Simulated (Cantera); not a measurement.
Feed: 1 mol Ni, 3.7 mol NH₃, 2.9 mol N₂, equilibrated at 1048 K and 1330 Pa.

Equilibrium computed with Cantera from the NASA thermochemical tables; the gas is ideal and each condensed phase is pure. Candidate condensed phases: Ni; 10 gas species. Kinetics and transport are ignored.

Base state: H₂ 0.539, N₂ 0.461 (mole fractions); condensed: Ni(s).

Task: What changes in the equilibrium state with this change: Ni replaced by Pb?

Result: 
| species | before | after |
|---|---|---|
| H₂ | 0.539 | 0.537 |
| N₂ | 0.461 | 0.460 |
| Pb | 0 | 0.00335 |
| Ni(s), mol | 1.00 | 0 |
| Pb(l), mol | 0 | 0.965 |
Further candidate phases: Pb.
